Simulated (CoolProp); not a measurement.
100 sccm (0 °C, 1 atm) of nitrogen bubbles through liquid n-decane at 295.7 K and leaves saturated at a total pressure of 0.00433 MPa (ideal gas phase). Each further row changes one setting.

Computed with CoolProp (reference Helmholtz-energy equation of state, Lemmon 2006). It is a short technical equation, of lower accuracy than the large ones.

```
case                        vapour pressure (kPa)  mole fraction of vapour  delivery (mg/min)  delivery (sccm)  change of delivery for a bath 1 K warmer (%)
--------------------------  ---------------------  -----------------------  -----------------  ---------------  --------------------------------------------
as stated                                   0.153                   0.0354               23.3                …                                           7.6
bath temperature 300.7 K                    0.217                   0.0502               33.5                …                                           7.4
total pressure 0.00866 MPa                  0.153                   0.0177               11.5             1.80                                             …
```

What belongs in the gaps?


- as stated, delivery (sccm): 3.67
- bath temperature 300.7 K, delivery (sccm): 5.28
- total pressure 0.00866 MPa, change of delivery for a bath 1 K warmer (%): 7.5
